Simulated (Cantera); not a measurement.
**Ignition delay**

Mixture: CH4 : H2 : O2 : N2 : C2H6 = 1 : 0.11 : 1.87 : 7.02 : 0.15 (molar parts), equivalence ratio 1.4, at 10.0 bar, adiabatic and at constant pressure. Ignition delay is the time to a rise of 400 K.

Computed with Cantera and GRI-Mech 3.0 (53 species, 325 reactions).

```
T0 (K)  delay (ms)
------  ----------
1225         0.434
1300         0.194
1375        0.0986
1450        0.0543
1525        0.0312
1600        0.0185
1675        0.0112
1750       0.00710
1825       0.00466
```

The apparent activation energy between 1675 and 1825 K is 150 kJ/mol.
